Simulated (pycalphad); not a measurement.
All values are pycalphad results on the COST 507 light-alloy database (1999) (1 atm), not direct measurements. These are 1990s assessments: newer ones move some temperatures and phases.

Molar enthalpy of Al-0.3064Si-30.75Fe (wt.%) in equilibrium (SER reference):

```
T (K)  H (kJ/mol)                        phases
-----  ----------  ----------------------------
1850        46.95                        liquid
1750        43.54                        liquid
1650        40.16                        liquid
1550        36.83                        liquid
1450        33.52                        liquid
1400        31.88                        liquid
1350        21.12              liquid + AL13FE4
1250        13.11              AL13FE4 + liquid
1150         8.24              AL13FE4 + liquid
1050         4.19              AL13FE4 + liquid
950          0.47              AL13FE4 + liquid
900         -4.15  AL13FE4 + fcc + ALFESI_ALPHA
850         -5.86  AL13FE4 + fcc + ALFESI_ALPHA
750         -9.06  AL13FE4 + fcc + ALFESI_ALPHA
650        -12.05  AL13FE4 + fcc + ALFESI_ALPHA
550        -14.89  AL13FE4 + fcc + ALFESI_ALPHA
```

Cooling from 1400 K to 900 K, across the freezing range, releases 36.0 kJ/mol, or 1120 J/g. The slope is 33 J/(mol K) in the liquid and 34 J/(mol K) just below the solidus, where it includes any heat of precipitation. Liquidus 1396 K, solidus 905 K. Changes were sought between steps of 50 K, so a narrower field can be missed.

Database names, with the compositions (at.%) that they take in these runs: AL13FE4: Al 76 Fe 24; ALFESI_ALPHA: Al 74 Fe 19 Si 7.
